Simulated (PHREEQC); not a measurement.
Dissolve 0.048 mol/kgw HF, 0.00031 mol/kgw (NH4)2SiF6, 0.063 mol/kgw H3PO4 and 3.8e-05 mol/kgw H2SO4 at 20 °C. Closed to the air; pH follows from the charge balance.

Equilibrium calculation in PHREEQC: ion-association model, phreeqc.dat.

Each row changes one thing in this solution. No solid was allowed to form.

| case | pH | ionic strength (mol/kgw) | HF (mol/kgw) | F- (mol/kgw) | HF2- (mol/kgw) | HSO4- (mol/kgw) |
|---|---|---|---|---|---|---|
| as made | 1.72 | 0.0225 | 0.0453 | 0.00202 | 0.000337 | 1.98e-5 |
| (NH4)2SiF6 replaced by NaHF2 at the same molality | 1.72 | 0.0217 | 0.0459 | 0.00205 | 0.000347 | 1.99e-5 |
| 0.11 mol/kgw NaCl added | ___ | 0.135 | 0.0448 | 0.00235 | 0.000385 | 1.47e-5 |
| H2SO4 replaced by K2SO4 at the same molality | 1.72 | 0.0225 | 0.0453 | 0.00202 | 0.000337 | 1.98e-5 |
| (NH4)2SiF6 from 0.00031 to 0.000465 mol/kgw | 1.72 | 0.0230 | 0.0453 | 0.00202 | 0.000337 | 1.98e-5 |
| HF left out | ___ | 0.0204 | 0.00169 | 8.14e-5 | 5.06e-7 | 1.92e-5 |

Question: Fill in the missing entries.

Answer: 
- 0.11 mol/kgw NaCl added, pH: 1.71
- HF left out, pH: 1.76

Some of these states are supersaturated (in Quartz (slow to form), Chalcedony (slow to form), for instance). SiF6-2 is the database's only silicon fluoride.
